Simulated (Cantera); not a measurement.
Hydrocarbon pyrolysis for carbon deposition

An isothermal, constant-pressure homogeneous reactor starts with C2H6 : N2 = 1 : 64 (molar parts), at 1948 K and 0.158 atm.

Detailed kinetics in Cantera: GRI-Mech 3.0 (53 species, 325 reactions). GRI-Mech 3.0 stops at C3 and has no aromatics, soot or wall deposition, so with more carbon than oxygen in the feed, carbon stays in small species such as C2H2 where larger ones or solid carbon would form.

| t (s) | x C2H6 | x C2H2 | x CH2 | x C2H | x H | x C2H4 | x CH4 |
|---|---|---|---|---|---|---|---|
| 4.00e-5 | 0.00124 | 0.00196 | 0.000134 | 5.69e-6 | 0.00179 | 0.00523 | 0.00144 |
| 0.000113 | 2.59e-5 | 0.00951 | 6.89e-5 | 1.13e-5 | 0.00151 | 0.00269 | 0.00218 |
| 0.000321 | 2.72e-6 | 0.0131 | 2.26e-5 | 6.72e-6 | 0.000838 | 0.000456 | 0.00171 |
| 0.000907 | 6.50e-7 | 0.0140 | 8.40e-6 | 4.27e-6 | 0.000534 | 7.00e-5 | 0.00125 |
| 0.00257 | 1.88e-7 | 0.0143 | 3.56e-6 | 3.13e-6 | 0.000395 | 1.90e-5 | 0.000877 |
| 0.00727 | 5.72e-8 | 0.0145 | 1.84e-6 | 2.81e-6 | 0.000357 | 6.14e-6 | 0.000532 |
| 0.0206 | 1.26e-8 | 0.0147 | 9.63e-7 | 3.02e-6 | 0.000386 | 1.83e-6 | 0.000235 |
| 0.0583 | 1.39e-9 | 0.0148 | 3.69e-7 | 3.38e-6 | 0.000433 | 7.63e-7 | 7.05e-5 |
| 0.165 | 6.60e-11 | 0.0148 | 8.88e-8 | 3.67e-6 | 0.000471 | 6.40e-7 | 1.43e-5 |
| 0.467 | 1.39e-12 | 0.0148 | 1.14e-8 | 3.80e-6 | 0.000488 | 6.33e-7 | 1.70e-6 |
| 1.32 | <1e-12 | 0.0148 | 4.40e-9 | 3.81e-6 | 0.000489 | 6.33e-7 | 6.48e-7 |
| 3.74 | <1e-12 | 0.0148 | 3.88e-9 | 3.81e-6 | 0.000489 | 6.33e-7 | 5.71e-7 |
| 10.6 | <1e-12 | 0.0148 | 3.94e-9 | 3.81e-6 | 0.000489 | 6.32e-7 | 5.80e-7 |
| 30.0 | <1e-12 | 0.0148 | 4.14e-9 | 3.81e-6 | 0.000489 | 6.32e-7 | 6.09e-7 |
x: mole fraction; the columns are a selection and need not sum to one.

Equilibrium at this temperature and pressure: C2H6 <1e-12, C2H2 0.00167, CH2 4.74e-9, C2H 4.29e-7, H 0.000490, C2H4 7.13e-8, CH4 6.97e-7 (gas phase only).
